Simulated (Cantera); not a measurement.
An isothermal, constant-pressure homogeneous reactor starts with CH4 : N2 = 1 : 160 (molar parts), at 1350 K and 750 Torr. Integrator tolerance rtol = 1e-08.

Cantera simulation using GRI-Mech 3.0 (53 species, 325 reactions); the numbers are that mechanism's predictions, not measurements. GRI-Mech 3.0 stops at C3 and has no aromatics, soot or wall deposition, so with more carbon than oxygen in the feed, carbon stays in small species such as C2H2 where larger ones or solid carbon would form.

What does this change do: temperature 1350 to 1875 K?


```
quantity                                            before                                     after
----------------  ----------------------------------------  ----------------------------------------
x(CH4) at 200 s    0.00103 (gas-phase equilibrium 6.08e-5)   7.52e-7 (gas-phase equilibrium 2.82e-7)
x(CH3) at 200 s    5.08e-7 (gas-phase equilibrium 3.02e-8)   1.03e-7 (gas-phase equilibrium 3.87e-8)
x(C2H6) at 200 s  1.58e-7 (gas-phase equilibrium 7.09e-10)   1.02e-12 (gas-phase equilibrium <1e-12)
x(HCN) at 200 s    3.69e-9 (gas-phase equilibrium 0.00574)  0.000211 (gas-phase equilibrium 0.00600)
x(H2) at 200 s     0.00769 (gas-phase equilibrium 0.00917)   0.00922 (gas-phase equilibrium 0.00923)
```

What does this change do: N2 160 to 340 parts?


```csv
quantity,before,after
x(CH4) at 200 s,0.00103 (gas-phase equilibrium 6.08e-5),0.000527 (gas-phase equilibrium 9.82e-6)
x(CH3) at 200 s,5.08e-7 (gas-phase equilibrium 3.02e-8),3.85e-7 (gas-phase equilibrium 7.07e-9)
x(C2H6) at 200 s,1.58e-7 (gas-phase equilibrium 7.09e-10),9.62e-8 (gas-phase equilibrium 3.87e-11)
x(HCN) at 200 s,3.69e-9 (gas-phase equilibrium 0.00574),6.66e-9 (gas-phase equilibrium 0.00283)
x(H2) at 200 s,0.00769 (gas-phase equilibrium 0.00917),0.00359 (gas-phase equilibrium 0.00437)
```

What does this change do: temperature 1350 to 1150 K?


| quantity | before | after |
|---|---|---|
| x(CH4) at 200 s | 0.00103 (gas-phase equilibrium 6.08e-5) | 0.00616 (gas-phase equilibrium 0.00109) |
| x(CH3) at 200 s | 5.08e-7 (gas-phase equilibrium 3.02e-8) | 1.41e-7 (gas-phase equilibrium 1.76e-8) |
| x(C2H6) at 200 s | 1.58e-7 (gas-phase equilibrium 7.09e-10) | 5.13e-6 (gas-phase equilibrium 8.75e-8) |
| x(HCN) at 200 s | 3.69e-9 (gas-phase equilibrium 0.00574) | <1e-12 (gas-phase equilibrium 0.00461) |
| x(H2) at 200 s | 0.00769 (gas-phase equilibrium 0.00917) | 6.21e-5 (gas-phase equilibrium 0.00759) |
